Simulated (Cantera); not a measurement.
Feed: 1 mol SiCl₄, 0.075 mol HCl, a varied amount of N₂, equilibrated at 627 °C and 450 Torr.

Cantera equilibrium calculation (NASA polynomials, part measured and part estimated; ideal gas, pure solids and liquids). Candidate condensed phases: NH₄Cl, Si, Si₃N₄; 28 gas species. The numbers say what is thermodynamically allowed, not how fast it happens.

**Question.** At 210 mol N₂, list the 3 most abundant gas species with their mole fractions, and the condensed phases.

**Answer.** N₂ 0.995, SiCl₄ 0.00474, HCl 0.000355. Condensed: gas only.
